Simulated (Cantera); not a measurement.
Cantera run, input and output.

```python
import numpy as np
import cantera as ct

gas = ct.Solution("gri30.yaml")


def delay(T, t_max=10):
    gas.TPX = T, 78000, {'CH4': 2.8, 'O2': 3.12, 'N2': 11.8, 'H2O': 2}
    reactor = ct.IdealGasConstPressureReactor(gas, clone=False)
    net = ct.ReactorNet([reactor])
    net.rtol, net.atol = 1e-8, 1e-16
    while net.time < t_max:
        t_old, T_old = net.time, reactor.T
        net.step()
        if reactor.T > T + 400:  # ignition: a rise of 400 K
            return t_old + (T + 400 - T_old) / (reactor.T - T_old) * (net.time - t_old)
    return np.nan


taus = []
for T in [1075, 1175, 1275, 1375, 1475, 1575, 1675, 1775, 1875, 1975]:
    taus.append(delay(T))
    print(f"T0 = {T:6g} K   tau = {taus[-1]:.4e} s")
```

Output:

```
T0 =   1075 K   tau = 6.6052e-01 s
T0 =   1175 K   tau = 1.4673e-01 s
T0 =   1275 K   tau = 3.7140e-02 s
T0 =   1375 K   tau = 1.0311e-02 s
T0 =   1475 K   tau = 3.1272e-03 s
T0 =   1575 K   tau = 1.0672e-03 s
T0 =   1675 K   tau = 4.2173e-04 s
T0 =   1775 K   tau = 1.9318e-04 s
T0 =   1875 K   tau = 1.0032e-04 s
T0 =   1975 K   tau = 5.7516e-05 s
```

Computed with Cantera and GRI-Mech 3.0 (53 species, 325 reactions).
